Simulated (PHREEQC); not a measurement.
Consider water at 25 °C with 2.8 mmol/kgw HCl, 0.3 mmol/kgw Al2(SO4)3 and 6.4 mmol/kgw MgSO4. Closed to the air; pH follows from the charge balance.

Computed with PHREEQC (ion-association model, phreeqc.dat).

Problem. The ionic strength comes out as 0.0222 mol/kgw. What activity coefficients do HSO4-, Cl-, H+, Mg+2, SO4-2 get?

Solution. HSO4- 0.86, Cl- 0.86, H+ 0.89, Mg+2 0.58, SO4-2 0.57.

No solid was allowed to form.
